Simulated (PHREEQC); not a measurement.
**Buffer: an equilibrium model**

Consider water at 25 °C with 0.54 mmol/kgw NaHCO3 and 0.054 mmol/kgw Na2B4O7. Closed to the air; pH follows from the charge balance.

All values are PHREEQC results (ion-association model, wateq4f.dat), not measurements.

Precipitation was switched off in this run.

Predict the pH, ionic strength.

pH 8.96; ionic strength 0.000672 mol/kgw.

In which forms is C present?

HCO3- 95 %, CO3-2 4.4 % of the C.

Species that the database lacks are ignored.
